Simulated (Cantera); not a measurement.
Feed: 1 mol CuO, 1.3 mol CO, 0.12 mol N2, held at 2.00 bar.

Method: chemical equilibrium by Gibbs-energy minimisation in Cantera with the NASA 1993 tables (ideal gas, pure condensed phases). Candidate condensed phases: C, Cu, CuO, Cu2O; 27 gas species. The numbers say what is thermodynamically allowed, not how fast it happens.

x: gas mole fraction; n: condensed amount in mol.

```csv
T (K),x CO2,x CO,x Cu,x N2,x O2,n Cu(s),n Cu(l)
900,0.704,0.211,<1e-12,0.0845,<1e-12,1.00,0
1050,0.704,0.211,5.26e-11,0.0845,<1e-12,1.00,0
1200,0.704,0.211,…,0.0845,<1e-12,1.00,0
1350,0.704,0.211,2.45e-7,0.0845,<1e-12,1.00,0
1500,0.704,0.211,4.11e-6,0.0845,1.33e-10,0,1.000
1650,0.704,0.211,4.06e-5,0.0845,7.90e-9,0,1.000
1800,0.704,0.211,…,0.0845,…,0,1.000
1950,0.703,0.211,0.00134,0.0844,4.12e-6,0,0.998
2100,0.700,0.210,0.00521,0.0840,4.76e-5,0,0.992
2250,0.691,0.209,0.0168,0.0829,0.000390,0,0.975
2400,0.663,0.206,0.0467,0.0799,0.00232,0,0.928
2550,0.591,0.207,0.115,0.0728,0.00933,0,0.805
```

### Question
Complete the blanks.

### Answer

- 1800, x Cu: 0.000271
- 1800, x O2: 2.35e-7
- 1200, x Cu: 6.14e-9
